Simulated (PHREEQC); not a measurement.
## Polishing slurry liquid: an equilibrium model

Solution (57 °C): 0.1 mol/kgw H2SO4, 0.11 mol/kgw KNO3 and 0.15 mol/kgw KH2PO4. Closed to the air; pH follows from the charge balance.

The numbers come from PHREEQC with the ion-association model, phreeqc.dat.

No solid was allowed to form.

Question: Estimate the pH.

Answer: pH 1.60.

Question: In which forms is S present?

Answer: HSO4- 51 %, SO4-2 30 %, KSO4- 18 % of the S.

At this temperature some constants are extrapolated from 25 °C, and those without enthalpy data are left unchanged.
